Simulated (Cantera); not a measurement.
Charge: 1 mol Ta, 2.2 mol O2, 450 mol H2, held at 100000 Pa.

Cantera equilibrium calculation (NASA polynomials, part measured and part estimated; ideal gas, pure solids and liquids). Candidate condensed phases: H2O, Ta, Ta2O5; 12 gas species. Equilibrium is a limit: real reactors are often held back by kinetics, nucleation or transport.

At 1923 K, list the 3 most abundant gas species with their mole fractions, and the condensed phases.

H2 0.995, H2O 0.00422, H 0.000940. Condensed: Ta2O5(s).
